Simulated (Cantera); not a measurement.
A Cantera script and its output.

```python
import numpy as np
import cantera as ct

gas = ct.Solution("gri30.yaml")
gas.TPX = 1150, 500000, {'CH2O': 0.016, 'O2': 0.0069, 'N2': 1}
reactor = ct.IdealGasConstPressureReactor(gas, energy="off", clone=False)
net = ct.ReactorNet([reactor])
net.rtol, net.atol = 1e-08, 1e-18
show = ['CH2O', 'O2', 'C2H6', 'HCO', 'CH2', 'C2H', 'C2H4']
times = np.geomspace(0.0004, 8, 12)

steps = ct.SolutionArray(gas, extra=["t"])
rows = []
print(f"{'t/s':>10s}{'T/K':>9s}{'P/Pa':>11s}" + "".join(f"{s:>11s}" for s in show))
for t in times:
    while net.time < t:
        t_next = net.step()
        steps.append(gas.state, t=t_next)
    rows.append([np.interp(t, steps.t, y) for y in (steps.T, steps.P, *steps(*show).X.T)])
    print(f"{t:10.3e}{rows[-1][0]:9.1f}{rows[-1][1]:11.4g}" + "".join(f"{x:11.3e}" for x in rows[-1][2:]))
rate = np.gradient(steps.T, steps.t)
print("integrator steps:", len(steps.t))
if steps.T.max() > steps.T[0] + 200:
    print(f"time of steepest temperature rise: {steps.t[rate.argmax()]:.4e} s")
gas.TPX = 1150, 500000, {'CH2O': 0.016, 'O2': 0.0069, 'N2': 1}
gas.equilibrate("TP")
print(f"equilibrium (TP): T = {gas.T:.1f} K  " + "  ".join(f"{s} {gas[s].X[0]:.3e}" for s in show))
```

Output:

```
       t/s      T/K       P/Pa       CH2O         O2       C2H6        HCO        CH2        C2H       C2H4
 4.000e-04   1150.0      5e+05  1.274e-02  5.744e-03  1.458e-14  3.160e-06  9.317e-11  1.453e-22  7.051e-15
 9.842e-04   1150.0      5e+05  1.900e-08  2.347e-03  1.038e-12  9.077e-08  2.955e-11  6.375e-18  1.567e-12
 2.421e-03   1150.0      5e+05  5.402e-09  2.566e-05  7.851e-14  5.201e-08  4.366e-12  1.780e-19  4.674e-14
 5.958e-03   1150.0      5e+05  1.498e-09  2.579e-06  2.475e-13  1.307e-08  1.142e-12  6.749e-20  1.706e-13
 1.466e-02   1150.0      5e+05  6.110e-10  4.902e-07  4.815e-13  4.319e-09  3.134e-13  6.645e-20  7.797e-13
 3.606e-02   1150.0      5e+05  3.274e-10  1.147e-07  5.893e-13  1.557e-09  7.401e-14  6.933e-20  2.152e-12
 8.873e-02   1150.0      5e+05  2.253e-10  2.925e-08  4.550e-13  5.826e-10  1.445e-14  5.257e-20  3.585e-12
 2.183e-01   1150.0      5e+05  1.877e-10  7.649e-09  2.584e-13  2.244e-10  2.495e-15  2.981e-20  4.299e-12
 5.371e-01   1150.0      5e+05  1.740e-10  1.994e-09  1.333e-13  8.845e-11  4.118e-16  1.416e-20  4.471e-12
 1.322e+00   1150.0      5e+05  1.696e-10  5.144e-10  7.373e-14  3.546e-11  6.793e-17  6.146e-21  4.469e-12
 3.252e+00   1150.0      5e+05  1.686e-10  1.303e-10  4.758e-14  1.442e-11  1.150e-17  2.569e-21  4.446e-12
 8.000e+00   1150.0      5e+05  1.690e-10  3.194e-11  3.472e-14  5.971e-12  2.077e-18  1.066e-21  4.425e-12
integrator steps: 2435
equilibrium (TP): T = 1150.0 K  CH2O 1.946e-10  O2 2.554e-18  C2H6 2.991e-17  HCO 1.387e-12  CH2 2.377e-20  C2H 8.547e-26  C2H4 2.487e-15
```

Detailed kinetics in Cantera: GRI-Mech 3.0 (53 species, 325 reactions).
